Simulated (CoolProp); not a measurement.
Vapour-liquid equilibrium of benzene (1) + dimethyl carbonate (2) at 300.3 K; x and y are mole fractions of (1).

Computed with CoolProp (multi-fluid Helmholtz-energy mixture model, Thol 2012 and Zhou 2011; pair parameters Bell 2016).

Give the bubble pressure and the first vapour's composition at x = 0.15, 0.35, 0.95. Is there an azeotrope?

x = 0.15: 0.009827 MPa, y = 0.292; x = 0.35: 0.01146 MPa, y = 0.515; x = 0.95: 0.01393 MPa, y = 0.956. No azeotrope shows between x = 0.05 and 0.95.

Pair parameters are fitted to limited data, so mixtures are less certain than the pure fluids.
